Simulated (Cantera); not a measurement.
An adiabatic, constant-volume homogeneous reactor starts with C₃H₈ : O₂ : N₂ : H₂O = 1 : 2.27 : 8.55 : 1 (molar parts), equivalence ratio 2.2, at 1775 K and 0.960 bar.

Model: GRI-Mech 3.0 (53 species, 325 reactions), integrated in Cantera. GRI-Mech 3.0 was tuned for natural gas; its chemistry of propane as a main component is partial and can be far from experiment.

x: mole fraction; the columns are a selection and need not sum to one.

| t (s) | T (K) | P (bar) | x C₃H₈ | x O₂ | x H₂O | x C₂H₂ | x CH₂ |
|---|---|---|---|---|---|---|---|
| 4.00e-6 | 1698 | 0.947 | 0.0519 | 0.167 | 0.0803 | 0.000192 | 1.96e-5 |
| 1.13e-5 | 1815 | 1.09 | 0.00893 | 0.126 | 0.0987 | 0.00455 | 6.44e-5 |
| 3.17e-5 | 2946 | 2.07 | <1e-12 | ___ | 0.131 | ___ | ___ |
| 8.94e-5 | 2870 | 2.03 | <1e-12 | 0.000151 | 0.126 | <1e-12 | 3.44e-11 |
| 0.000252 | 2836 | 2.01 | <1e-12 | 0.000198 | 0.125 | <1e-12 | 1.65e-11 |
| 0.000710 | 2835 | 2.01 | <1e-12 | 0.000199 | 0.125 | <1e-12 | 1.63e-11 |
| 0.00200 | 2835 | 2.01 | <1e-12 | 0.000198 | 0.125 | <1e-12 | 1.63e-11 |
| 0.00563 | 2835 | 2.01 | <1e-12 | 0.000198 | 0.125 | <1e-12 | 1.63e-11 |
| 0.0159 | 2835 | 2.01 | <1e-12 | 0.000198 | 0.125 | <1e-12 | 1.63e-11 |
| 0.0447 | 2835 | 2.01 | <1e-12 | 0.000198 | 0.125 | <1e-12 | 1.63e-11 |
| 0.126 | 2835 | 2.01 | <1e-12 | 0.000198 | 0.125 | <1e-12 | 1.63e-11 |
| 0.355 | 2835 | 2.01 | <1e-12 | 0.000198 | 0.125 | <1e-12 | 1.63e-11 |
| 1.00 | 2835 | 2.01 | <1e-12 | 0.000198 | 0.125 | <1e-12 | 1.63e-11 |

Question: Complete the blanks.

Answer: 
- 3.17e-5, x O₂: 6.80e-5
- 3.17e-5, x C₂H₂: 0.000409
- 3.17e-5, x CH₂: 2.85e-5
